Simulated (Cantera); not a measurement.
Input: 1 mol SiC, 0.031 mol H2O, 500 mol H2, held at 1100 °C and 0.650 bar.

Cantera equilibrium calculation (NASA polynomials, part measured and part estimated; ideal gas, pure solids and liquids). Candidate condensed phases: C, C6H6, C7H8, C8H18, H2O, Si, SiC, SiO2; 123 gas species. Mutual solubility and eutectic melting of coexisting phases are not modelled. The tables hold silica as quartz up to 1696 K and as liquid above; real silica turns to tridymite and cristobalite and melts near 1996 K. Kinetics and transport are ignored.

Base state: H2 1.000, CH4 4.11e-5, SiO 3.68e-5 (mole fractions); condensed: SiC(s) + SiO2(β-quartz).

Question: What changes in the equilibrium state with this change: H2 from 500 to 2.2 mol?

Answer: 
```json
[
 {"species": "H2", "before": "1.000", "after": "0.994"},
 {"species": "CO", "before": "5.29e-6", "after": "0.00284"},
 {"species": "CH4", "before": "4.11e-5", "after": "0.00268"},
 {"species": "SiO", "before": "3.68e-5", "after": "4.53e-6"},
 {"species": "H2O", "before": "1.28e-6", "after": "1.04e-5"},
 {"species": "SiC(s), mol", "before": "0.977", "after": "0.988"},
 {"species": "SiO2(β-quartz), mol", "before": "0.00466", "after": "0.0123"}
]
```
